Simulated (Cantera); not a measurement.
Mixture: 5.19 % CO, 0.166 % H2, 7.79 % CH4, 18.3 % O2, 68.6 % N2, equivalence ratio 1.00, at 100000 Pa, adiabatic and at constant volume. Ignition delay is the time to a rise of 400 K.

Model: GRI-Mech 3.0 (53 species, 325 reactions), integrated in Cantera.

**Question.** Predict: delay at 1098 K; delay at 1248 K; delay at 1398 K; delay at 1548 K; delay at 1698 K; apparent activation energy between 1548 and 1698 K.

**Answer.** delay at 1098 K: 0.198 s
delay at 1248 K: 20.8 ms
delay at 1398 K: 3.00 ms
delay at 1548 K: 0.638 ms
delay at 1698 K: 0.196 ms
apparent activation energy between 1548 and 1698 K: 170 kJ/mol
